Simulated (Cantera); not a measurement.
Input: 1 mol n-butane, 0.51 mol H2O, held at 1148.15 K and 28.0 mbar.

Cantera equilibrium calculation (NASA polynomials, part measured and part estimated; ideal gas, pure solids and liquids). Candidate condensed phases: C, C6H6, C7H8, C8H18, H2O; 110 gas species. The numbers say what is thermodynamically allowed, not how fast it happens.

Base state: H2 0.915, CO 0.0847, CH4 0.000557, H2O 0.000104 (mole fractions); condensed: C(graphite).

Problem. What changes in the equilibrium state with this change: n-butane replaced by C?

Solution. 
| species | before | after |
|---|---|---|
| H2 | 0.915 | 0.500 |
| CO | 0.0847 | 0.499 |
| H2O | 0.000104 | 0.000335 |
| CH4 | 0.000557 | 0.000166 |
| CO2 | 8.14e-6 | 0.000284 |
| C(graphite), mol | 3.49 | 0.490 |
